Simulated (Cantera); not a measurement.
**Stirred combustor or abatement burner**

A perfectly stirred reactor is fed with 5.90 % CH4, 0.283 % CO, 16.5 % O2, 77.3 % N2, equivalence ratio 0.72, at 240 Torr; it is adiabatic with a 798 K inlet, and is followed from long to short residence time, starting on the burning branch (τ in s: 0.19, 0.076, 0.031, 0.013, 0.0053, 0.0022, 0.00089, 0.00037, 0.00015, 6.2e-05, 2.5e-05).

Computed with Cantera and GRI-Mech 3.0 (53 species, 325 reactions).

```tsv
τ (s)	T (K)	x CH4	x CO	x O2	x H2O2	x C2H2	x CH2
0.19	2044	3.89e-6	0.00214	0.0458	3.44e-8	8.54e-11	7.26e-8
0.076	2026	7.38e-6	0.00323	0.0462	4.01e-8	1.89e-10	1.43e-7
0.031	1997	1.34e-5	0.00490	0.0469	5.11e-8	3.55e-10	2.54e-7
0.013	1956	2.44e-5	0.00706	0.0479	6.83e-8	6.58e-10	4.15e-7
0.0053	1902	4.73e-5	0.00971	0.0492	9.47e-8	1.41e-9	6.62e-7
0.0022	1841	9.71e-5	0.0126	0.0510	1.32e-7	3.64e-9	1.05e-6
0.00089	1773	0.000225	0.0164	0.0535	1.86e-7	1.30e-8	1.83e-6
0.00037	1706	0.000592	0.0223	0.0581	2.52e-7	6.79e-8	3.72e-6
0.00015	1591	0.00319	0.0355	0.0736	3.91e-7	1.92e-6	1.41e-5
6.2e-5	798	0.0590	0.00283	0.165	<1e-12	<1e-12	<1e-12
2.5e-5	798	0.0590	0.00283	0.165	<1e-12	<1e-12	<1e-12
```
x: mole fraction; the columns are a selection and need not sum to one.
